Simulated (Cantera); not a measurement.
Feed: 1 mol Si2H6, 0.29 mol H2O, 9 mol O3, at 100 Torr.

Equilibrium computed with Cantera from the NASA thermochemical tables; the gas is ideal and each condensed phase is pure. Candidate condensed phases: H2O, Si, SiO2; 18 gas species. The feed counts by its element totals alone. The tables hold silica as quartz up to 1696 K and as liquid above; real silica turns to tridymite and cristobalite and melts near 1996 K. Gases not in the tables: Si(OH)4. The numbers say what is thermodynamically allowed, not how fast it happens.

**Question.** At 1498 K, list the 3 most abundant gas species with their mole fractions, and the condensed phases.

**Answer.** O2 0.752, H2O 0.247, OH 0.000275. Condensed: SiO2(β-quartz).
